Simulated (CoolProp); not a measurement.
Vapour-liquid equilibrium of ethylene (1) + propylene (2) at 0.696 MPa; x and y are mole fractions of (1).

The numbers come from the multi-fluid Helmholtz-energy mixture model, Smukala 2000 and Lemmon 2013; pair parameters Bell 2016 in CoolProp.

Give the bubble temperature and the first vapour's composition at x = 0.05, 0.45, 0.75. Is there an azeotrope?

x = 0.05: 271.5 K, y = 0.215; x = 0.45: 232.5 K, y = 0.868; x = 0.75: 218.8 K, y = 0.963. No azeotrope shows between x = 0.05 and 0.95.

Pair parameters are fitted to limited data, so mixtures are less certain than the pure fluids.
